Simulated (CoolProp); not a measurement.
A single-stage vapour-compression cycle with the fluid: evaporating at 263.15 K (dew point), condensing at 317.15 K (bubble point), superheat 0 K, subcooling 5 K, compressor efficiency 0.8, no pressure losses. The same conditions are run with several fluids, on thermodynamics alone (safety and materials aside).

The numbers come from the reference Helmholtz-energy equation of state of each fluid (C3F8 (R218): Lemmon 2006; R1336mzz(Z): McLinden 2020; R124: de Vries 1995; R11: Jacobsen 1992; R410A: Lemmon 2003; vinyl chloride: Thol 2022) in CoolProp. Blends and air are pseudo-pure fits.

```csv
fluid,cooling COP,pressure ratio,discharge temperature (K),refrigerating effect (kJ/kg),volumetric capacity (kJ/m³)
C3F8 (R218),2.15,4.75,317.2,___,1120
R1336mzz(Z),3.16,9.85,317.2,125,141
R124,3.09,6.02,323.2,___,792
R11,3.40,___,343.3,150,___
R410A,2.86,4.66,___,154,3380
vinyl chloride,3.34,5.66,364.4,278,___
```

Q: Complete the blanks.

A: 
- C3F8 (R218), refrigerating effect (kJ/kg): 39.2
- R124, refrigerating effect (kJ/kg): 110
- R11, pressure ratio: 7.69
- R11, volumetric capacity (kJ/m³): 246
- R410A, discharge temperature (K): 349.5
- vinyl chloride, volumetric capacity (kJ/m³): 972

The compression ends wet for: C3F8 (R218); R1336mzz(Z).
